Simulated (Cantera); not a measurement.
# Equilibrium for metals in furnace atmospheres: Fe + H2O + H2 + CO

Charge: 1 mol Fe, 2.6 mol H2O, 1.5 mol H2, 0.53 mol CO, held at 1 atm.

These are equilibrium values from Cantera (NASA tables, ideal gas, pure condensed phases), not measurements of a reactor. Candidate condensed phases: C, C6H6, C7H8, C8H18, Fe, Fe(CO)5, FeO, Fe(OH)2, Fe(OH)3, Fe2O3, Fe3O4, H2O; 114 gas species. The tables' stoichiometric FeO is somewhat more stable than real wüstite, so its field is too wide. FeO: taken at fixed stoichiometry. Kinetics and transport are ignored.

```json
[
 {"T (K)": "1098", "log p H2": "-0.23", "log p H2O": "-0.51", "log p CO": "-1.12", "log p CO2": "-1.40", "n FeO(s)": "1.00", "n FeO(l)": "0"},
 {"T (K)": "1198", "log p H2": "-0.24", "log p H2O": "-0.50", "log p CO": "-1.08", "log p CO2": "-1.48", "n FeO(s)": "1.000", "n FeO(l)": "0"},
 {"T (K)": "1298", "log p H2": "-0.24", "log p H2O": "-0.49", "log p CO": "-1.06", "log p CO2": "-1.55", "n FeO(s)": "1.000", "n FeO(l)": "0"},
 {"T (K)": "1398", "log p H2": "-0.24", "log p H2O": "-0.49", "log p CO": "-1.04", "log p CO2": "-1.62", "n FeO(s)": "1.000", "n FeO(l)": "0"},
 {"T (K)": "1498", "log p H2": "-0.25", "log p H2O": "-0.48", "log p CO": "-1.02", "log p CO2": "-1.67", "n FeO(s)": "1.000", "n FeO(l)": "0"},
 {"T (K)": "1598", "log p H2": "-0.25", "log p H2O": "-0.48", "log p CO": "-1.01", "log p CO2": "-1.72", "n FeO(s)": "1.000", "n FeO(l)": "0"},
 {"T (K)": "1698", "log p H2": "-0.25", "log p H2O": "-0.48", "log p CO": "-1.00", "log p CO2": "-1.77", "n FeO(s)": "0", "n FeO(l)": "1.000"},
 {"T (K)": "1798", "log p H2": "-0.25", "log p H2O": "-0.48", "log p CO": "-1.00", "log p CO2": "-1.81", "n FeO(s)": "0", "n FeO(l)": "1.000"},
 {"T (K)": "1898", "log p H2": "-0.25", "log p H2O": "-0.47", "log p CO": "-0.99", "log p CO2": "-1.84", "n FeO(s)": "0", "n FeO(l)": "0.999"}
]
```
log p: log10 of the partial pressure in bar; n: condensed amount in mol.

From 1098 K to 1598 K the condensed part is FeO(s). From 1698 K to 1898 K the condensed part is FeO(l). The main Fe-bearing gas is Fe(OH)2 at 1098 K and Fe at 1898 K.
